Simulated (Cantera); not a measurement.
A closed system holds: 1 mol HMDSO, 0.31 mol H₂O, 46 mol H₂, equilibrated at 1475 K and 0.0133 bar.

These are equilibrium values from Cantera (NASA tables, ideal gas, pure condensed phases), not measurements of a reactor. Candidate condensed phases: C, C₆H₆, C₇H₈, C₈H₁₈, H₂O, Si, SiC, SiO₂; 123 gas species. The feed counts by its element totals alone. The numbers say what is thermodynamically allowed, not how fast it happens.

Base state: H₂ 0.977, CO 0.0231, H 0.000111, SiO 4.07e-5, CH₄ 3.70e-5 (mole fractions); condensed: C(graphite) + SiC(s).

### Question
What changes in the equilibrium state with this change: temperature from 1475 K to 1725 K?

### Answer
| species | before | after |
|---|---|---|
| H₂ | 0.977 | 0.975 |
| CO | 0.0231 | 0.0230 |
| H | 0.000111 | 0.00159 |
| C₂H₂ (acetylene) | 6.51e-6 | 8.99e-5 |
| SiO | 4.07e-5 | 0.000102 |
| CH₄ | 3.70e-5 | 1.27e-5 |
| C(graphite), mol | 2.69 | 2.69 |
| SiC(s), mol | 2.00 | 1.99 |
